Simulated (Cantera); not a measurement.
Cantera run:

```python
import numpy as np
import cantera as ct

gas_names = """
    B BH BH2 BH3 BO BO2 B2 B2O B2O2 B2O3 B3O3H3 H HBO HBO2 HO2 H2 H2O H2O2 H3B3O6 O OH O2 O3
""".split()
cond_names = """
    B(b) B(L) B2O3(L) B3O3H3(cr) H2O(s) H2O(L)
""".split()


# ... load() reads the species with a 1 bar reference pressure and builds the phases ...
atoms = {
    'B2H6': {'B': 2, 'H': 6},
    'O2': {'O': 2},
    'H2': {'H': 2},
}
top_T = {}  # K; cautious upper limits of use, not melting points


# ... equilibrate(T, P, feed) seeds the gas with the atoms and calls Mixture.equilibrate('TP', solver="vcs", rtol=1e-11, max_steps=5000) ...
results = []
feed = {'B2H6': 1, 'O2': 0.34, 'H2': 38}  # mol
P = 19000  # Pa
for T in [1100, 1175, 1250, 1325, 1400, 1475, 1550, 1625, 1700, 1775, 1850, 1925, 2000]:
    mix = equilibrate(T, P, feed)
    results.append((T, P, feed, dict(zip(mix.species_names, mix.species_moles))))

top = {s: max(r[3][s] / sum(r[3][g] for g in gas_names) for r in results) for s in gas_names}
cols = sorted((s for s in top if top[s] > 0.0001), key=lambda s: -top[s])[:9]
seen = [c for c in cond_names if any(r[3].get(c, 0) > 1e-12 for r in results)]
print("log10 of partial pressures in bar; condensed amounts in mol")
print(f"{'T/K':>10s}" + "".join(f"{s[:9]:>10s}" for s in cols + seen))
for T, P, feed, n in results:
    ng = sum(n[g] for g in gas_names)
    print(f"{T:10.4g}" + "".join(f"{np.log10(max(n[s] / ng * P / 1e5, 1e-99)):10.3f}" for s in cols)
          + "".join(f"{n.get(c, 0):10.4g}" for c in seen))
```

Output:

```
log10 of partial pressures in bar; condensed amounts in mol
       T/K        H2       HBO         H    B3O3H3      B2O2        BO       BH2      HBO2      B2O3      B(b)   B2O3(L)
      1100    -0.722    -5.410    -7.949    -3.266    -8.576   -10.899    -8.192    -7.569    -9.592      1.43    0.1095
      1175    -0.723    -4.781    -7.273    -3.251    -7.475    -9.668    -7.600    -6.803    -8.399     1.425    0.1046
      1250    -0.723    -4.231    -6.677    -3.243    -6.512    -8.587    -7.080    -6.133    -7.356     1.419   0.09915
      1325    -0.723    -3.745    -6.148    -3.240    -5.661    -7.632    -6.620    -5.543    -6.436      1.41   0.08899
      1400    -0.724    -3.314    -5.675    -3.242    -4.906    -6.782    -6.211    -5.020    -5.619     1.387   0.06448
      1475    -0.726    -2.929    -5.250    -3.248    -4.230    -6.021    -5.845    -4.554    -4.890     1.333  0.004199
      1550    -0.727    -2.704    -4.865    -3.620    -3.866    -5.457    -5.515    -4.379    -4.599     1.334         0
      1625    -0.728    -2.608    -4.515    -4.280    -3.752    -5.054    -5.215    -4.435    -4.659     1.332         0
      1700    -0.728    -2.578    -4.196    -5.051    -3.762    -4.744    -4.942    -4.601    -4.885     1.326         0
      1775    -0.728    -2.566    -3.903    -5.803    -3.804    -4.478    -4.692    -4.784    -5.139     1.321         0
      1850    -0.729    -2.561    -3.633    -6.510    -3.853    -4.238    -4.464    -4.963    -5.388     1.316         0
      1925    -0.729    -2.560    -3.384    -7.171    -3.906    -4.022    -4.254    -5.136    -5.629      1.31         0
      2000    -0.730    -2.563    -3.154    -7.792    -3.962    -3.826    -4.060    -5.302    -5.862     1.302         0
```

Method: chemical equilibrium by Gibbs-energy minimisation in Cantera with the NASA 1993 tables (ideal gas, pure condensed phases). The feed counts by its element totals alone. Mutual solubility and eutectic melting of coexisting phases are not modelled. The tables' values for BH2 are old estimates; treat these amounts as uncertain. Gases not in the tables: B2H6 and higher boranes.
